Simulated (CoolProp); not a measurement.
A single-stage vapour-compression cycle with sulfur dioxide: evaporating at 294.15 K (dew point), condensing at 323.15 K (bubble point), superheat 5 K, subcooling 0 K, compressor efficiency 0.75, no pressure losses. Each further row changes one setting.

The numbers come from the reference Helmholtz-energy equation of state, Gao 2016 in CoolProp.

```tsv
case	cooling COP	pressure ratio	discharge temperature (K)	refrigerating effect (kJ/kg)	volumetric capacity (kJ/m³)
as stated	6.75	2.46	376.6	323	3030
evaporating temperature 299.15 K	8.43	?	366.9	325	3570
condensing temperature 318.15 K	8.31	?	363.6	330	3090
subcooling 5 K	?	2.46	376.6	330	3090
superheat 15 K	?	2.46	?	330	2970
compressor efficiency 0.65	5.85	2.46	?	323	3030
```

Task: Some entries are withheld; supply them.

Result: 
- evaporating temperature 299.15 K, pressure ratio: 2.08
- condensing temperature 318.15 K, pressure ratio: 2.13
- subcooling 5 K, cooling COP: 6.90
- superheat 15 K, cooling COP: 6.63
- superheat 15 K, discharge temperature (K): 388.8
- compressor efficiency 0.65, discharge temperature (K): 386.4
